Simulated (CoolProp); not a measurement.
Model: reference Helmholtz-energy equation of state, Guder 2009, in CoolProp.

Q: Give the vapour pressure (bar), liquid density (kg/m³), vapour density (kg/m³), liquid conductivity (mW/(m K)) of saturated sulfur hexafluoride at 265.7, 288.4, 292.9 K.

A: 
```csv
T (K),p (bar),liquid density (kg/m³),vapour density (kg/m³),liquid conductivity (mW/(m K))
265.7,10.1,1610,83.6,64.2
288.4,18.7,1440,166,56.4
292.9,20.9,1390,190,54.8
```

Thermal conductivity comes from a separate model (Assael 2012).
